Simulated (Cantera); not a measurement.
Feed: 1 mol Si2H6, 37 mol N2O, held at 675 °C and 5.70 mbar.

These are equilibrium values from Cantera (NASA tables, ideal gas, pure condensed phases), not measurements of a reactor. Candidate condensed phases: H2O, Si, SiO2, Si2N2O, Si3N4; 35 gas species. The feed counts by its element totals alone. Kinetics and transport are ignored.

Base state: N2 0.673, O2 0.273, H2O 0.0545, NO 1.81e-5 (mole fractions); condensed: SiO2(β-quartz).

Problem. What changes in the equilibrium state with this change: N2O from 37 to 0.14 mol?

Solution. 
```csv
species,before,after
H2,<1e-9,1.00
N2,0.673,<1e-9
O2,0.273,<1e-9
H2O,0.0545,<1e-9
NO,1.81e-5,<1e-9
"SiO2(β-quartz), mol",2.00,0
"Si(s), mol",0,1.72
"Si2N2O(s), mol",0,0.140
```

Problem. What changes in the equilibrium state with this change: Si2H6 replaced by SiH4?

Solution. 
```tsv
species	before	after
N2	0.673	0.667
O2	0.273	0.297
H2O	0.0545	0.0360
NO	1.81e-5	1.88e-5
SiO2(β-quartz), mol	2.00	1.00
```
